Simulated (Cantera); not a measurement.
Cantera with NASA thermochemical tables; ideal gases at 1 bar, condensed phases pure. Values are per mole of reaction as written; species without (g) are pure solids or liquids, kept so even where they would boil at 1 bar.

5 H(g) + Nb2O5 = 5 OH(g) + 2 Nb, with ΔH° = 1006.2 kJ and ΔS° = 280.4 J/K at 300 K.

How far is the shortcut ΔG° ≈ ΔH°(300 K) − T·ΔS°(300 K) from the full temperature-dependent value at 425, 525, 625, 725, 825, 925 K?


| T (K) | shortcut (kJ) | full (kJ) | difference (kJ) | difference in log10 K |
|---|---|---|---|---|
| 425 | 887.1 | 888.0 | -1.0 | 0.12 |
| 525 | 859.0 | 862.2 | -3.1 | 0.31 |
| 625 | 831.0 | 837.4 | -6.5 | 0.54 |
| 725 | 802.9 | 813.8 | -10.8 | 0.78 |
| 825 | 774.9 | 791.0 | -16.2 | 1.02 |
| 925 | 746.8 | 769.2 | -22.3 | 1.26 |
The shortcut ignores the heat-capacity change of the reaction.
